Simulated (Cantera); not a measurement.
What does this Cantera script print?

```python
import numpy as np
import cantera as ct

gas = ct.Solution("gri30.yaml")
gas.TPX = 725, 35000, {'C2H6': 1, 'O2': 3.54, 'N2': 13.3, 'H2O': 0.41}
inlet = ct.Reservoir(gas, clone=True)
gas.equilibrate("HP")  # start burning
reactor = ct.IdealGasConstPressureReactor(gas, energy="on", clone=False)
exhaust = ct.Reservoir(gas, clone=True)
tau = [0.23, 0.065, 0.018, 0.005, 0.0014, 0.00039, 0.00011, 3e-05, 8.3e-06][0]
for a, b in ((inlet, reactor), (reactor, exhaust)):
    ct.MassFlowController(a, b, mdot=lambda t: reactor.mass / tau)
net = ct.ReactorNet([reactor])
show = ['C2H6', 'O2', 'H2O', 'CH3', 'CH4']

rows = []
print(f"{'tau/s':>10s}{'T/K':>9s}" + "".join(f"{s:>11s}" for s in show))
for tau in [0.23, 0.065, 0.018, 0.005, 0.0014, 0.00039, 0.00011, 3e-05, 8.3e-06]:
    net.initial_time = 0.0
    net.advance(30 * tau)
    before = gas.X
    net.advance(40 * tau)
    drift = np.max(np.abs(gas.X - before) / (gas.X + 1e-9))
    rows.append([gas.T, *gas[show].X, drift])
    print(f"{tau:10.3e}{gas.T:9.1f}" + "".join(f"{x:11.3e}" for x in gas[show].X))
```

Output:

```
     tau/s      T/K       C2H6         O2        H2O        CH3        CH4
 2.300e-01   2362.8  9.624e-08  1.384e-02  1.646e-01  6.205e-07  1.165e-07
 6.500e-02   2336.8  3.405e-07  1.551e-02  1.627e-01  1.800e-06  2.995e-07
 1.800e-02   2274.2  1.218e-06  1.861e-02  1.583e-01  4.570e-06  6.087e-07
 5.000e-03   2183.5  4.200e-06  2.227e-02  1.522e-01  1.172e-05  1.253e-06
 1.400e-03   2094.3  1.435e-05  2.571e-02  1.466e-01  3.384e-05  3.265e-06
 3.900e-04   2020.7  5.374e-05  2.995e-02  1.432e-01  1.145e-04  1.149e-05
 1.100e-04   1918.7  3.013e-04  4.268e-02  1.414e-01  5.747e-04  8.239e-05
 3.000e-05    725.0  5.479e-02  1.940e-01  2.247e-02  1.797e-16 -1.160e-17
 8.300e-06    725.0  5.479e-02  1.940e-01  2.247e-02  5.031e-17  3.323e-20
```

Computed with Cantera and GRI-Mech 3.0 (53 species, 325 reactions).
